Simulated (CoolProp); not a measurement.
Vapour-liquid equilibrium of R13 (1) + propylene (2) at 251.1 K; x and y are mole fractions of (1).

The numbers come from the multi-fluid Helmholtz-energy mixture model, Platzer 1990 and Lemmon 2013; pair parameters Bell 2016 in CoolProp. This equation is an older, rougher fit; its heat capacities, sound speeds and derivatives of the liquid may be far off and weren't checked against measurements.

Give the bubble pressure and the first vapour's composition at x = 0.2, 0.65, 0.8. Is there an azeotrope?

x = 0.2: 0.5349 MPa, y = 0.534; x = 0.65: 0.8732 MPa, y = 0.826; x = 0.8: 0.9612 MPa, y = 0.894. No azeotrope shows between x = 0.05 and 0.95.

The pair parameters rest on a limited set of measurements; away from them the model extrapolates.
